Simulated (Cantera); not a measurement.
A freely propagating, adiabatic, planar premixed flame of 3.21 % CH₄, 1.80 % C₂H₆, 0.321 % C₃H₈, 19.9 % O₂, 74.8 % N₂, unburnt at 500 K and 1000000 Pa; mixture-averaged transport, grid criteria slope 0.08 and curve 0.16, no radiation.

Model: GRI-Mech 3.0 (53 species, 325 reactions), integrated in Cantera. Burning velocities carry a grid error of a few per cent, more on coarse grids.

Task: Predict: laminar burning velocity; thermal thickness; peak x(CH₂); peak x(HCN); peak x(HCO).

Result: 
```
Property                     Result
------------------------  ---------
laminar burning velocity  27.4 cm/s
thermal thickness         0.0832 mm
peak x(CH₂)                 6.78e-6
peak x(HCN)                 2.08e-7
peak x(HCO)                 8.29e-6
```
